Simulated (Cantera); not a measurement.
**Thermodynamics of silicon etching in halogen gases, feed Si + Br₂ + H₂**

Charge: 1 mol Si, 8.1 mol Br₂, 30 mol H₂, equilibrated at 2.80 Pa.

Equilibrium computed with Cantera from the NASA thermochemical tables; the gas is ideal and each condensed phase is pure. Candidate condensed phases: Br₂, Si; 19 gas species. The tables' values for SiBr, SiBr₃ are old estimates; treat these amounts as uncertain. Kinetics and transport are ignored.

| T (K) | log p H₂ | log p HBr | log p Br | log p SiBr₂ | log p H | log p SiBr |
|---|---|---|---|---|---|---|
| 1275 | -4.77 | -5.01 | -6.32 | -6.14 | -8.52 | -9.94 |
| 1300 | -4.77 | -5.01 | -6.20 | -6.14 | -8.34 | -9.74 |
| 1325 | -4.77 | -5.02 | -6.10 | -6.14 | -8.17 | -9.54 |
| 1350 | -4.77 | -5.03 | -6.00 | -6.14 | -8.01 | -9.35 |
| 1375 | -4.77 | -5.05 | -5.90 | -6.15 | -7.85 | -9.16 |
| 1400 | -4.77 | -5.06 | -5.82 | -6.15 | -7.70 | -8.98 |
| 1425 | -4.77 | -5.08 | -5.74 | -6.15 | -7.55 | -8.80 |
| 1450 | -4.76 | -5.11 | -5.66 | -6.15 | -7.41 | -8.62 |
| 1475 | -4.76 | -5.13 | -5.59 | -6.16 | -7.27 | -8.44 |
| 1500 | -4.76 | -5.16 | -5.53 | -6.16 | -7.13 | -8.27 |
| 1525 | -4.76 | -5.19 | -5.47 | -6.17 | -7.01 | -8.11 |
log p: log10 of the partial pressure in bar; nothing condenses.

From 1275 K to 1525 K nothing is condensed. The main Si-bearing gas is SiBr₂ throughout.
